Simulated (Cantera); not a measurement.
A freely propagating, adiabatic, planar premixed flame of CH4 : H2 : O2 : N2 = 1 : 1.4 : 3.25 : 12.2 (molar parts), unburnt at 348 K and 3.40 bar; mixture-averaged transport, grid criteria slope 0.08 and curve 0.16, no radiation.

Model: GRI-Mech 3.0 (53 species, 325 reactions), integrated in Cantera. Burning velocities carry a grid error of a few per cent, more on coarse grids.

x: mole fraction of selected species; z is measured from the peak of heat release.

| z (mm) | T (K) | u (m/s) | x CH4 | x H2 | x O2 | x O | x H2O | x C2H2 |
|---|---|---|---|---|---|---|---|---|
| -0.437 | 348 | 0.408 | 0.0561 | 0.0771 | 0.182 | <1e-8 | 1.01e-5 | <1e-8 |
| -0.291 | 350 | 0.409 | 0.0563 | 0.0734 | 0.183 | <1e-8 | 0.000216 | <1e-8 |
| -0.218 | 361 | 0.419 | 0.0563 | 0.0676 | 0.184 | <1e-8 | … | … |
| -0.146 | 428 | 0.492 | 0.0545 | 0.0555 | 0.182 | <1e-8 | 0.0102 | 1.71e-7 |
| -0.0728 | 828 | 0.946 | 0.0395 | 0.0355 | 0.154 | 2.60e-6 | 0.0596 | 2.21e-6 |
| -0.0364 | 1237 | 1.42 | 0.0224 | 0.0252 | 0.118 | 7.33e-5 | 0.106 | 5.90e-6 |
| 0 | 1629 | 1.87 | 0.00547 | 0.0155 | 0.0761 | 0.000712 | 0.152 | 1.21e-5 |
| 0.0364 | 1816 | 2.08 | 0.000361 | 0.00831 | 0.0519 | 0.00204 | 0.174 | 2.33e-6 |
| 0.0728 | 1898 | 2.17 | 1.35e-5 | 0.00556 | 0.0438 | 0.00230 | 0.180 | 7.81e-8 |
| 0.146 | 1986 | 2.26 | 3.14e-8 | 0.00382 | 0.0388 | 0.00168 | 0.185 | <1e-8 |
| 0.291 | 2059 | 2.33 | <1e-8 | 0.00217 | 0.0358 | 0.000879 | 0.189 | <1e-8 |
| 0.582 | 2102 | 2.37 | <1e-8 | 0.000992 | 0.0344 | 0.000387 | 0.192 | <1e-8 |
| 1.16 | 2119 | 2.39 | <1e-8 | … | 0.0339 | … | 0.194 | <1e-8 |

What belongs in the gaps?


- -0.218, x H2O: 0.00145
- -0.218, x C2H2: 1.39e-8
- 1.16, x H2: 0.000500
- 1.16, x O: 0.000200
